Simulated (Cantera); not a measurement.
**Thermodynamics of chemical vapour transport, feed B + HCl + O₂**

A closed system holds: 1 mol B, 0.28 mol HCl, 1.3 mol O₂, at 1127 °C and 19.5 Torr.

Equilibrium computed with Cantera from the NASA thermochemical tables; the gas is ideal and each condensed phase is pure. Candidate condensed phases: B, B₂O₃, B₃O₃H₃, H₂O; 33 gas species. The tables' values for BOCl are old estimates; treat these amounts as uncertain. Gases not in the tables: H₃BO₃. Kinetics and transport are ignored.

```
Quantity                                   Value
------------------------------------  ----------
x(O₂)                                      0.647
x(HCl)                                     0.278
x(H₂O)                                    0.0249
x(Cl)                                     0.0234
x(Cl₂)                                    0.0177
x(HBO₂)                                  0.00914
x(B₂O₃)                                  9.24e-5
x(ClO)                                   8.56e-5
x(OH)                                    5.06e-5
n(B₂O₃(l))                             0.496 mol
gas amount                            0.8314 mol
log10 activity of B(s) (absent)           -16.07
log10 activity of B₃O₃H₃(s) (absent)      -35.15
```
